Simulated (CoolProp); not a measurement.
CH2F2 (R32) along the isotherm 161.85 °C: Z from the reference equation and from simpler models built on Tc = 78.1 °C, pc = 5.783 MPa, ω = 0.277; each cubic takes its own stable root.

Model: reference Helmholtz-energy equation of state, Tillner-Roth 1997, in CoolProp.

```json
[
 {"p (MPa)": "1.11", "phase": "gas", "reference": "0.9656", "Redlich-Kwong": "0.9650", "Soave-Redlich-Kwong": "0.9702"},
 {"p (MPa)": "2.22", "phase": "gas", "reference": "0.9307", "Redlich-Kwong": "0.9292", "Soave-Redlich-Kwong": "0.9401"},
 {"p (MPa)": "3.34", "phase": "gas", "reference": "0.8950", "Redlich-Kwong": "0.8923", "Soave-Redlich-Kwong": "0.9098"},
 {"p (MPa)": "4.45", "phase": "gas", "reference": "0.8591", "Redlich-Kwong": "0.8551", "Soave-Redlich-Kwong": "0.8799"},
 {"p (MPa)": "5.56", "phase": "gas", "reference": "0.8231", "Redlich-Kwong": "0.8175", "Soave-Redlich-Kwong": "0.8503"},
 {"p (MPa)": "6.67", "phase": "supercritical", "reference": "0.7869", "Redlich-Kwong": "0.7797", "Soave-Redlich-Kwong": "0.8214"},
 {"p (MPa)": "7.78", "phase": "supercritical", "reference": "0.7511", "Redlich-Kwong": "0.7423", "Soave-Redlich-Kwong": "0.7938"},
 {"p (MPa)": "8.9", "phase": "supercritical", "reference": "0.7159", "Redlich-Kwong": "0.7063", "Soave-Redlich-Kwong": "0.7678"},
 {"p (MPa)": "10", "phase": "supercritical", "reference": "0.6827", "Redlich-Kwong": "0.6739", "Soave-Redlich-Kwong": "0.7448"},
 {"p (MPa)": "11.1", "phase": "supercritical", "reference": "0.6520", "Redlich-Kwong": "0.6464", "Soave-Redlich-Kwong": "0.7250"},
 {"p (MPa)": "12.2", "phase": "supercritical", "reference": "0.6246", "Redlich-Kwong": "0.6253", "Soave-Redlich-Kwong": "0.7091"},
 {"p (MPa)": "13.3", "phase": "supercritical", "reference": "0.6015", "Redlich-Kwong": "0.6113", "Soave-Redlich-Kwong": "0.6974"},
 {"p (MPa)": "14.5", "phase": "supercritical", "reference": "0.5819", "Redlich-Kwong": "0.6035", "Soave-Redlich-Kwong": "0.6893"}
]
```
